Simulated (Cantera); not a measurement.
Mixture: CH₃OH : O₂ : N₂ = 1 : 0.714 : 2.69 (molar parts), equivalence ratio 2.1, at 16.8 atm, adiabatic and at constant pressure. Ignition delay is the time to a rise of 400 K.

Detailed kinetics in Cantera: GRI-Mech 3.0 (53 species, 325 reactions). GRI-Mech 3.0 was tuned for natural gas; its chemistry of methanol as a main component is partial and can be far from experiment. The pressure lies above the range GRI-Mech 3.0 was tuned for (to about 10 atm).

Question: What does this change do: CH3OH 1 to 0.55 parts?

Answer: 
```tsv
quantity	before	after
delay at 1300 K	0.183 ms	0.211 ms
delay at 1500 K	16.4 µs	19.6 µs
delay at 1700 K	3.02 µs	3.75 µs
delay at 1900 K	0.882 µs	1.09 µs
delay at 2100 K	0.355 µs	0.428 µs
apparent activation energy between 2000 and 2200 K	140 kJ/mol	150 kJ/mol
```

Question: What does this change do: pressure from 16.8 atm to 0.987 atm?

Answer: 
```json
[
 {"quantity": "delay at 1300 K", "before": "0.183 ms", "after": "1.78 ms"},
 {"quantity": "delay at 1500 K", "before": "16.4 µs", "after": "0.176 ms"},
 {"quantity": "delay at 1700 K", "before": "3.02 µs", "after": "35.6 µs"},
 {"quantity": "delay at 1900 K", "before": "0.882 µs", "after": "11.4 µs"},
 {"quantity": "delay at 2100 K", "before": "0.355 µs", "after": "5.02 µs"},
 {"quantity": "apparent activation energy between 2000 and 2200 K", "before": "140 kJ/mol", "after": "120 kJ/mol"}
]
```
